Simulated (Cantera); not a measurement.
Cantera run:

```python
import numpy as np
import cantera as ct

gas_names = [...]  # 91 gases of nasa_gas.yaml made of C, Cl, H
cond_names = """
    C(gr) C6H6(L) C7H8(L) C8H18(L),n-octa
""".split()


# ... load() reads the species with a 1 bar reference pressure and builds the phases ...
atoms = {
    'CH3Cl': {'C': 1, 'H': 3, 'CL': 1},
}
top_T = {'C(gr)': 4500}  # K; cautious upper limits of use, not melting points


# ... equilibrate(T, P, feed) seeds the gas with the atoms and calls Mixture.equilibrate('TP', solver="vcs", rtol=1e-11, max_steps=5000) ...
results = []
feed = {'CH3Cl': 1}  # mol
T = 2050  # K
P = 133.322  # Pa
mix = equilibrate(T, P, feed)
results.append((T, P, feed, dict(zip(mix.species_names, mix.species_moles))))
x = sorted(zip(gas.X, gas.species_names), reverse=True)
print(f"T = {T:g} K  P = {P:g} Pa  gas = {mix.phase_moles(0):.4g} mol")
print("   x: " + "  ".join(f"{s} {v:.3e}" for v, s in x if v > 0.001))
print("   condensed (mol): " + ("  ".join(f"{mix.phase(i).name} {mix.phase_moles(i):.4g}"
      for i in range(1, mix.n_phases) if mix.phase_moles(i) > 1e-12) or "none"))
```

Result:

```
T = 2050 K  P = 133.322 Pa  gas = 2.076 mol
   x: H2 4.749e-01  HCL 4.516e-01  H 4.282e-02  CL 3.014e-02
   condensed (mol): C(gr) 0.9979
```

These are equilibrium values from Cantera (NASA tables, ideal gas, pure condensed phases), not measurements of a reactor.
